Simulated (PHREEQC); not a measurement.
**Copper plating or etch bath: an equilibrium model**

Solution (5 °C): 0.011 mol/kgw CuCl2 and 0.00029 mol/kgw H2SO4. Closed to the air; pH follows from the charge balance.

The numbers come from PHREEQC with the ion-association model, wateq4f.dat.

This is a speciation only: nothing precipitates in the calculation.

Task: Predict the pH.

Result: pH 3.30.

Task: In which forms is Cu present?

Result: Cu+2 98 %, CuCl+ 1.1 %, CuSO4 0.9 % of the Cu.

Constants without temperature data keep their 25 °C values here.
